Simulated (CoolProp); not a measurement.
A single-stage vapour-compression cycle with fluoroethane (R161): evaporating at 296.15 K (dew point), condensing at 319.15 K (bubble point), superheat 2 K, subcooling 5 K, compressor efficiency 0.65, no pressure losses. Each further row changes one setting.

Computed with CoolProp (reference Helmholtz-energy equation of state, Wu 2012).

| case | cooling COP | pressure ratio | discharge temperature (K) | refrigerating effect (kJ/kg) | volumetric capacity (kJ/m³) |
|---|---|---|---|---|---|
| as stated | 7.55 | 1.80 | 337.2 | 304 | 6100 |
| evaporating temperature 301.15 K | 9.98 | 1.57 | 333.4 | 307 | 7070 |
| condensing temperature 314.15 K | 9.89 | 1.60 | 329.2 | 316 | 6340 |
| subcooling 10 K | 7.84 | 1.80 | 337.2 | 316 | 6340 |
| superheat 12 K | 7.48 | 1.80 | 347.3 | 319 | 6060 |
| compressor efficiency 0.55 | 6.39 | 1.80 | 341.4 | 304 | 6100 |
